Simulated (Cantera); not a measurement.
A counterflow diffusion flame at 100000 Pa, nozzles 20 mm apart: fuel side CO : H2 : N2 = 1 : 0.12 : 0.55 (molar parts) at 400 K, oxidiser side O2 : N2 = 0.24 : 0.76 (molar parts) at 323 K, fuel mass flux 0.75 times the oxidiser's; mixture-averaged transport, no radiation.

Detailed kinetics in Cantera: GRI-Mech 3.0 (53 species, 325 reactions). The maximum strain rate includes the flame's own expansion and is several times the mean.

x: mole fraction; the columns are a selection and need not sum to one.

| oxidiser flux (kg/m²/s) | max strain (1/s) | mean strain (1/s) | T max (K) | peak x OH | peak x H | peak x NO | peak x CO |
|---|---|---|---|---|---|---|---|
| 0.6 | 223 | 56.4 | 1946 | 0.00507 | 0.00687 | 7.36e-5 | 0.602 |
| 0.96 | 343 | 90.3 | 1888 | 0.00505 | 0.00813 | 5.76e-5 | 0.602 |
| 1.5 | ___ | 141 | 1830 | 0.00493 | ___ | ___ | 0.601 |
| 2.5 | 843 | 235 | 1759 | 0.00467 | 0.0109 | 3.83e-5 | 0.601 |
| 3.9 | ___ | 367 | 1691 | ___ | 0.0120 | ___ | 0.601 |
| 6.3 | 2010 | 593 | 1606 | 0.00375 | 0.0128 | 2.24e-5 | 0.601 |
| 10 | 3090 | 941 | 1502 | 0.00296 | 0.0121 | 1.33e-5 | 0.601 |

### Question
What belongs in the gaps?

### Answer

- 1.5, max strain (1/s): 520
- 1.5, peak x H: 0.00940
- 1.5, peak x NO: 4.75e-5
- 3.9, max strain (1/s): 1280
- 3.9, peak x OH: 0.00428
- 3.9, peak x NO: 3.08e-5
